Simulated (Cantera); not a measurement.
A Cantera script and what it prints.

```python
import numpy as np
import cantera as ct

gas_names = """
    H HNO HNO2 HNO3 HO2 H2 H2O H2O2 N NH NH2 NH3 NH2OH NO NO2 NO3 N2 N2H2 N2H4 N2O O OH O2 O3 Si SiH
    SiH2 SiH3 SiH4 SiN SiO SiO2 Si2 Si2N Si3
""".split()
cond_names = """
    H2O(s) H2O(L) Si(cr) Si(L) SiO2(Lqz) SiO2(hqz) SiO2(L) Si2N2O(s) Si3N4(a)
""".split()


def load(file, names, dense=False):
    # The tables refer to 1 bar. Condensed volumes are neglected.
    table = {s.name: s for s in ct.Species.list_from_file(file)}
    out = []
    for n in names:
        d = dict(table[n].input_data)
        d["thermo"] = dict(d["thermo"], **{"reference-pressure": 1e5})
        if dense:
            d["equation-of-state"] = {"model": "constant-volume", "density": "1e6 g/cm^3"}
        out.append(ct.Species.from_dict(d))
    return out


gas = ct.Solution(thermo="ideal-gas", species=load("nasa_gas.yaml", gas_names))
cond = {s.name: ct.Solution(thermo="fixed-stoichiometry", species=[s], name=s.name)
        for s in load("nasa_condensed.yaml", cond_names, dense=True)}
atoms = {
    'Si2H6': {'Si': 2, 'H': 6},
    'O2': {'O': 2},
    'H2': {'H': 2},
    'NO': {'N': 1, 'O': 1},
}
top_T = {'Si2N2O(s)': 2100, 'Si3N4(a)': 2400}  # K; cautious upper limits of use, not melting points


def equilibrate(T, P, feed):
    n = {}
    for name, mol in feed.items():
        for a, k in atoms[name].items():
            n[a] = n.get(a, 0.0) + k * mol
    gas.TPX = T, P, n
    mass = sum(n.values()) * gas.mean_molecular_weight
    gas.equilibrate("TP")
    valid = [c for c in cond.values() if c.min_temp <= T <= top_T.get(c.name, c.max_temp)]
    mix = ct.Mixture([(gas, mass / gas.mean_molecular_weight)] + [(c, 0.0) for c in valid])
    mix.T, mix.P = T, P
    mix.equilibrate("TP", solver="vcs", rtol=1e-11, max_steps=5000)
    return mix


results = []
T = 1248  # K
P = 16  # Pa
for m in [8.1, 17, 26, 35, 44, 53, 62, 71]:
    feed = {'Si2H6': 1, 'O2': 0.26, 'H2': m, 'NO': 7.7}  # mol
    mix = equilibrate(T, P, feed)
    results.append((T, P, feed, dict(zip(mix.species_names, mix.species_moles))))

top = {s: max(r[3][s] / sum(r[3][g] for g in gas_names) for r in results) for s in gas_names}
cols = sorted((s for s in top if top[s] > 0.0001), key=lambda s: -top[s])[:7]
seen = [c for c in cond_names if any(r[3].get(c, 0) > 1e-12 for r in results)]
print("log10 of partial pressures in bar; condensed amounts in mol")
print(f"{'n(H2)':>10s}" + "".join(f"{s[:9]:>10s}" for s in cols + seen))
for T, P, feed, n in results:
    ng = sum(n[g] for g in gas_names)
    print(f"{feed['H2']:10.4g}" + "".join(f"{np.log10(max(n[s] / ng * P / 1e5, 1e-99)):10.3f}" for s in cols)
          + "".join(f"{n.get(c, 0):10.4g}" for c in seen))
```

Result:

```
log10 of partial pressures in bar; condensed amounts in mol
     n(H2)        H2       H2O        N2 SiO2(hqz)
       8.1    -4.133    -4.345    -4.385         2
        17    -3.975    -4.548    -4.588         2
        26    -3.918    -4.687    -4.727         2
        35    -3.889    -4.792    -4.832         2
        44    -3.871    -4.877    -4.917         2
        53    -3.859    -4.948    -4.987         2
        62    -3.850    -5.008    -5.048         2
        71    -3.843    -5.062    -5.102         2
```

Method: chemical equilibrium by Gibbs-energy minimisation in Cantera with the NASA 1993 tables (ideal gas, pure condensed phases). The feed counts by its element totals alone. The tables hold silica as quartz up to 1696 K and as liquid above; real silica turns to tridymite and cristobalite and melts near 1996 K.
